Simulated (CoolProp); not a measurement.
Vapour-liquid equilibrium of carbon dioxide (1) + dimethyl ether (2) at -28.55 °C; x and y are mole fractions of (1).

Computed with CoolProp (multi-fluid Helmholtz-energy mixture model, Span 1996 and Wu 2011; pair parameters Bell 2016).

```json
[
 {"x": "0.05", "bubble pressure (kPa)": "130.3", "y at the bubble point": "0.366", "dew pressure at overall composition x (kPa)": "89.97", "liquid density (mol/L)": "16.40"},
 {"x": "0.15", "bubble pressure (kPa)": "228.9", "y at the bubble point": "0.670", "dew pressure at overall composition x (kPa)": "?", "liquid density (mol/L)": "17.09"},
 {"x": "0.25", "bubble pressure (kPa)": "340.4", "y at the bubble point": "0.800", "dew pressure at overall composition x (kPa)": "111.9", "liquid density (mol/L)": "17.82"},
 {"x": "0.35", "bubble pressure (kPa)": "?", "y at the bubble point": "0.871", "dew pressure at overall composition x (kPa)": "127.5", "liquid density (mol/L)": "18.58"},
 {"x": "0.45", "bubble pressure (kPa)": "601.8", "y at the bubble point": "0.915", "dew pressure at overall composition x (kPa)": "148.0", "liquid density (mol/L)": "?"},
 {"x": "0.55", "bubble pressure (kPa)": "749.9", "y at the bubble point": "0.943", "dew pressure at overall composition x (kPa)": "176.3", "liquid density (mol/L)": "?"},
 {"x": "0.65", "bubble pressure (kPa)": "907.4", "y at the bubble point": "0.963", "dew pressure at overall composition x (kPa)": "218.2", "liquid density (mol/L)": "21.12"},
 {"x": "0.75", "bubble pressure (kPa)": "1072", "y at the bubble point": "0.977", "dew pressure at overall composition x (kPa)": "?", "liquid density (mol/L)": "?"},
 {"x": "0.85", "bubble pressure (kPa)": "1241", "y at the bubble point": "0.988", "dew pressure at overall composition x (kPa)": "419.1", "liquid density (mol/L)": "22.96"},
 {"x": "0.95", "bubble pressure (kPa)": "?", "y at the bubble point": "0.996", "dew pressure at overall composition x (kPa)": "797.1", "liquid density (mol/L)": "23.87"}
]
```

Task: Some entries are withheld; supply them.

Result: 
- 0.15, dew pressure at overall composition x (kPa): 99.78
- 0.35, bubble pressure (kPa): 464.9
- 0.45, liquid density (mol/L): 19.39
- 0.55, liquid density (mol/L): 20.24
- 0.75, dew pressure at overall composition x (kPa): 286.6
- 0.75, liquid density (mol/L): 22.04
- 0.95, bubble pressure (kPa): 1412

No azeotrope shows between x = 0.05 and 0.95.

The pair parameters rest on a limited set of measurements; away from them the model extrapolates.
